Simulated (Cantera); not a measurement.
What does this Cantera script print?

```python
import numpy as np
import cantera as ct

gas = ct.Solution("gri30.yaml", transport_model="mixture-averaged")
show = ['NH3', 'CH4', 'H']

rows = []
print(f"{'T/K':>7s}{'rho':>11s}{'cp':>10s}{'mu':>11s}{'lambda':>11s}{'Pr':>7s}" + "".join(f"{'D_' + s:>11s}" for s in show))
for T in [400, 600, 800, 1000, 1200, 1400, 1600, 1800]:
    gas.TPX = T, 2000, {'O2': 0.3}
    Pr = gas.cp_mass * gas.viscosity / gas.thermal_conductivity
    D = [gas.mix_diff_coeffs_mole[gas.species_index(s)] for s in show]
    rows.append([gas.density, gas.cp_mass, gas.viscosity, gas.thermal_conductivity, Pr, *D])
    print(f"{T:7g}{gas.density:11.4e}{gas.cp_mass:10.1f}{gas.viscosity:11.4e}"
          f"{gas.thermal_conductivity:11.4e}{Pr:7.3f}" + "".join(f"{d:11.4e}" for d in D))
print("SI units: kg/m3, J/kg/K, Pa s, W/m/K, m2/s")
```

Output:

```
    T/K        rho        cp         mu     lambda     Pr      D_NH3      D_CH4        D_H
    400 1.9242e-02     941.4 2.5629e-05 3.3852e-02  0.713 1.9523e-03 1.9090e-03 1.0764e-02
    600 1.2828e-02    1002.6 3.4077e-05 4.8204e-02  0.709 4.1160e-03 3.8504e-03 2.1723e-02
    800 9.6212e-03    1054.7 4.1353e-05 6.1440e-02  0.710 6.8605e-03 6.2735e-03 3.5404e-02
   1000 7.6969e-03    1090.2 4.7912e-05 7.3608e-02  0.710 1.0114e-02 9.1282e-03 5.1522e-02
   1200 6.4141e-03    1114.2 5.3973e-05 8.4942e-02  0.708 1.3828e-02 1.2381e-02 6.9885e-02
   1400 5.4978e-03    1134.2 5.9661e-05 9.5657e-02  0.707 1.7969e-02 1.6006e-02 9.0353e-02
   1600 4.8106e-03    1151.4 6.5055e-05 1.0592e-01  0.707 2.2514e-02 1.9984e-02 1.1282e-01
   1800 4.2761e-03    1166.8 7.0208e-05 1.1586e-01  0.707 2.7442e-02 2.4300e-02 1.3718e-01
SI units: kg/m3, J/kg/K, Pa s, W/m/K, m2/s
```

Cantera simulation using GRI-Mech 3.0 (53 species, 325 reactions); the numbers are that mechanism's predictions, not measurements.
